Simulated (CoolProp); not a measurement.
Computed with CoolProp (reference Helmholtz-energy equation of state, Lemmon 2006). It is a short technical equation, of lower accuracy than the large ones.

Q: For isohexane, give the phase and the density (kg/m³), Joule-Thomson coefficient (K/MPa), isothermal compressibility (1/MPa), fugacity coefficient at 520.5 K and 2.68 MPa.

A: 
- 520.5 K and 2.68 MPa: gas; density 80.4, Joule-Thomson coefficient 11.3, isothermal compressibility 0.632, fugacity coefficient 0.747
